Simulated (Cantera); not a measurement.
A Cantera script and what it prints.

```python
import numpy as np
import cantera as ct

gas_names = """
    H H2 Si SiH SiH2 SiH3 SiH4 Si2 Si3
""".split()
cond_names = """
    Si(cr) Si(L)
""".split()


# ... load() reads the species with a 1 bar reference pressure and builds the phases ...
atoms = {
    'Si': {'Si': 1},
    'H2': {'H': 2},
}
top_T = {}  # K; cautious upper limits of use, not melting points


# ... equilibrate(T, P, feed) seeds the gas with the atoms and calls Mixture.equilibrate('TP', solver="vcs", rtol=1e-11, max_steps=5000) ...
results = []
feed = {'Si': 1, 'H2': 4.7}  # mol
T = 1200  # K
P = 2200000  # Pa
mix = equilibrate(T, P, feed)
results.append((T, P, feed, dict(zip(mix.species_names, mix.species_moles))))
print(gas.report(threshold=1e-05))
for i in range(1, mix.n_phases):
    print(f"{mix.phase(i).name:16s} {mix.phase_moles(i):12.5e} mol")
```

Output:

```
       temperature   1200 K
          pressure   2.2e+06 Pa
           density   0.44462 kg/m^3
  mean mol. weight   2.0164 kg/kmol
   phase of matter   gas

                          1 kg             1 kmol
                     ---------------   ---------------
          enthalpy        1.3298e+07        2.6814e+07  J
   internal energy        8.3497e+06        1.6837e+07  J
           entropy             72465        1.4612e+05  J/K
    Gibbs function        -7.366e+07       -1.4853e+08  J
 heat capacity c_p             15418             31090  J/K
 heat capacity c_v             11295             22776  J/K

                      mass frac. Y      mole frac. X     chem. pot. / RT
                     ---------------   ---------------   ---------------
                H2           0.99977           0.99999           -14.887
              SiH4        0.00022761         1.429e-05            -33.83
     [   +7 minor]        2.1695e-07        5.5157e-08

Si(cr)            9.99933e-01 mol
```

Cantera equilibrium calculation (NASA polynomials, part measured and part estimated; ideal gas, pure solids and liquids). Gases not in the tables: Si2H6 and higher silanes.
